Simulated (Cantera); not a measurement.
A jet of H2 : O2 : N2 = 0.027 : 0.072 : 0.79 (molar parts), equivalence ratio 0.19 at 300 K and 90.0 Torr hits a platinum plate 4.1 cm away at a mass flux of 0.15 kg/m²/s; the plate temperature is set and raised in steps from an oxygen-covered start.

Computed with Cantera and Deutschmann's 1995 Pt surface mechanism with GRI-Mech 3.0 gas chemistry. Catalytic surfaces can have several steady states; this one follows from the mechanism file's or the stated starting coverage.

One state of this run: wall x H2 = 0.00254; wall x O2 = 0.0512; wall x H2O = 0.0535; wall x OH = <1e-8; θ free Pt = 0.0924; θ O* = 0.903; θ OH* = 0.00457. x: mole fraction at the wall; θ: surface coverage.

Q: Which value of plate T (K) does it belong to?
A. 550
B. 500
C. 700
D. 800

A: C, 700
